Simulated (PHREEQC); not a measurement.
Consider water at 20 °C with 3.6 mmol/kgw Na2S and 83 mmol/kgw Cs2CO3. Closed to the air; pH follows from the charge balance.

Model: ion-association model, wateq4f.dat, run in PHREEQC.

No solid was allowed to form.

Question: Estimate the pH.

Answer: pH 11.69.

Question: In which forms is C present?

Answer: CO3-2 96 %, NaCO3- 2.2 %, HCO3- 1.8 % of the C.

Complexes and solids missing from the database can't appear. The database's pK near 12.9 for HS-/S-2 is now thought far too low, so its S-2 is overstated. The polysulfide entries of wateq4f.dat were taken out for this run.
